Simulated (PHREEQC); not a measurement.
0.69 g of hydrous ferric oxide (600 m²/g; 0.2 weak and 0.005 strong sites per Fe, Dzombak-Morel constants, diffuse double layer) in 1 kg of water with 0.05 mol/kgw of an inert sodium salt and 0.03 mmol/kgw Na2HAsO4, at 25 °C; the pH is set by adding NaOH or the inert anion's acid. Oxygen alone is held at its pressure in air (log pO2 = -0.68). The system is closed to CO2. Nothing may precipitate in this run.

The series has 17 steps of pH, from 4 to 12.

The numbers come from PHREEQC with the ion-association model, wateq4f.dat.

### Question
Near which pH is half of the As sorbed, and on which side is more sorbed?

### Answer
Near pH 10.8, with more sorbed at lower pH.
